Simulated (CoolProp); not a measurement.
Nitrogen along the isobar 1.26 MPa: density (kg/m³) from the reference equation and from simpler models built on Tc = 126.2 K, pc = 3.396 MPa, ω = 0.037; each cubic takes its own stable root.

Values from CoolProp's reference Helmholtz-energy equation of state, Span 2000.

```csv
T (K),phase,reference,van der Waals,Redlich-Kwong,Soave-Redlich-Kwong,Peng-Robinson
69.4,liquid,843.6,580.8,[?],[?],956.1
83.6,liquid,780.2,538.1,783.7,779.0,880.4
97.8,liquid,705.7,482.5,690.1,688.9,780.1
112,gas,48.11,45.82,48.03,48.07,48.99
126.2,gas,38.94,38.34,39.06,39.06,39.68
140.4,gas,[?],33.27,33.50,33.46,33.92
154.6,gas,29.46,[?],29.55,29.50,29.85
168.8,gas,26.47,26.60,[?],26.48,[?]
183,gas,24.10,[?],24.17,24.09,24.32
```

Q: Fill in the missing entries.

A: 
- 69.4, Redlich-Kwong: 856.8
- 69.4, Soave-Redlich-Kwong: 848.4
- 140.4, reference: 33.38
- 154.6, van der Waals: 29.52
- 168.8, Redlich-Kwong: 26.55
- 168.8, Peng-Robinson: 26.77
- 183, van der Waals: 24.25
